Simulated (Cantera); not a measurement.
Mixture: CH3OH : O2 : N2 : H2O = 1 : 2.54 : 9.56 : 1.8 (molar parts), at 9000 Torr, adiabatic and at constant pressure. Ignition delay is the time to a rise of 400 K.

Model: GRI-Mech 3.0 (53 species, 325 reactions), integrated in Cantera. GRI-Mech 3.0 was tuned for natural gas; its chemistry of methanol as a main component is partial and can be far from experiment. The pressure lies above the range GRI-Mech 3.0 was tuned for (to about 10 atm).

### Question
Predict: delay at 1000 K; delay at 1100 K; delay at 1200 K; delay at 1300 K; delay at 1400 K; apparent activation energy between 1300 and 1400 K.

### Answer
* **delay at 1000 K**: 74.7 ms
* **delay at 1100 K**: 8.08 ms
* **delay at 1200 K**: 1.24 ms
* **delay at 1300 K**: 0.259 ms
* **delay at 1400 K**: 70.8 µs
* **apparent activation energy between 1300 and 1400 K**: 200 kJ/mol
